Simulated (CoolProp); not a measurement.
Vapour-liquid equilibrium of R143a (1) + R236FA (2) at 224.7 K; x and y are mole fractions of (1).

Model: multi-fluid Helmholtz-energy mixture model, Lemmon and Jacobsen 2000 and Pan 2012; pair parameters Bell 2016, in CoolProp.

| x | bubble pressure (MPa) | y at the bubble point | dew pressure at overall composition x (MPa) | liquid density (mol/L) |
|---|---|---|---|---|
| 0.05 | 0.01236 | 0.339 | 0.008970 | 10.57 |
| 0.15 | 0.02023 | 0.637 | 0.009908 | 10.86 |
| 0.25 | 0.02844 | 0.771 | 0.01107 | 11.17 |
| 0.35 | 0.03694 | 0.847 | 0.01253 | 11.49 |
| 0.45 | 0.04568 | 0.895 | 0.01445 | 11.83 |
| 0.55 | 0.05459 | 0.928 | 0.01706 | 12.17 |
| 0.65 | 0.06362 | 0.952 | 0.02082 | 12.54 |
| 0.75 | 0.07274 | 0.970 | 0.02673 | 12.91 |
| 0.85 | 0.08189 | 0.984 | 0.03739 | 13.30 |
| 0.95 | 0.09106 | 0.995 | 0.06266 | 13.71 |

No azeotrope shows between x = 0.05 and 0.95.

The pair parameters rest on a limited set of measurements; away from them the model extrapolates.
